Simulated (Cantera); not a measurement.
Feed: 1 mol CuO, 3.7 mol C, 0.014 mol CO, held at 700 °C and 1.00 bar.

These are equilibrium values from Cantera (NASA tables, ideal gas, pure condensed phases), not measurements of a reactor. The numbers say what is thermodynamically allowed, not how fast it happens.

| species | before | after |
|---|---|---|
| CO | 0.618 | 0.990 |
| CO₂ | 0.382 | 0.00951 |
| C(graphite), mol | 2.98 | 2.71 |
| Cu(s), mol | 1.00 | 1.00 |
Gas species are given as mole fractions.

### Question
Which change was made?
(A) temperature from 700 °C to 2350 °C
(B) pressure from 1.00 bar to 9.70 mbar
(C) pressure from 1.00 bar to 1.33 mbar
(D) temperature from 700 °C to 2175 °C

### Answer
B, pressure from 1.00 bar to 9.70 mbar
